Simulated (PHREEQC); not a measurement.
Consider water at 25 °C with 0.12 mol CdCl2, 0.00028 mol CuCl2, 0.022 mol HCl and 0.000112 mol Na2SO4 per kg of water. Closed to the air; pH follows from the charge balance.

The numbers come from PHREEQC with the ion-association model, wateq4f.dat.

Precipitation was switched off in this run.

Order these Cl species by the share of Cl that they hold, largest first: CdCl3-, CdCl+, Cl-, CdCl2.

Cl- (51 %), CdCl+ (29 %), CdCl2 (17 %), CdCl3- (2.2 %)

Order these Cu species by the share of Cu that they hold, largest first: Cu+2, CuCl+, CuCl2.

Cu+2 (88 %), CuCl+ (11 %), CuCl2 (0.42 %)

The pH is 1.75 and the ionic strength 0.156 mol/kgw.
